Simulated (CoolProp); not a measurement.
Vapour-liquid equilibrium of R134a (1) + R227EA (2) at 238 kPa; x and y are mole fractions of (1).

Computed with CoolProp (multi-fluid Helmholtz-energy mixture model, Tillner-Roth 1994 and Lemmon 2016; pair parameters Bell 2016).

| x | bubble temperature, mixture model (K) | bubble temperature, Raoult's law (K) | y, mixture model | y, Raoult's law |
|---|---|---|---|---|
| 0.05 | 277.6 | 277.9 | 0.078 | 0.073 |
| 0.2 | 275.2 | 275.9 | 0.281 | 0.272 |
| 0.35 | 273.1 | 274.1 | 0.449 | 0.446 |
| 0.5 | 271.4 | 272.5 | 0.593 | 0.600 |
| 0.65 | 270.0 | 270.9 | 0.722 | 0.736 |
| 0.8 | 268.8 | 269.4 | 0.842 | 0.858 |
| 0.95 | 267.8 | 268.0 | 0.960 | 0.966 |

The largest gap from Raoult's law is -1.1 K in bubble temperature, at x = 0.5. No azeotrope shows between x = 0.05 and 0.95.

The pair parameters rest on a limited set of measurements; away from them the model extrapolates.
